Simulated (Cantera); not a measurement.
A closed system holds: 1 mol Pb, 0.31 mol O2, 0.91 mol N2, equilibrated at 775 K and 0.195 Torr.

These are equilibrium values from Cantera (NASA tables, ideal gas, pure condensed phases), not measurements of a reactor. Candidate condensed phases: Pb, PbO, PbO2, Pb3O4; 12 gas species. Equilibrium is a limit: real reactors are often held back by kinetics, nucleation or transport.

Base state: N2 1.000, Pb 9.57e-5 (mole fractions); condensed: Pb(l) + PbO(yellow).

Q: What changes in the equilibrium state with this change: temperature from 775 K to 1400 K?

A: 
```csv
species,before,after
N2,1.000,0.464
PbO,6.90e-8,0.265
Pb,9.57e-5,0.245
O2,<1e-9,0.0257
NO,<1e-9,0.000195
"Pb(l), mol",0.380,0
"PbO(yellow), mol",0.620,0
```
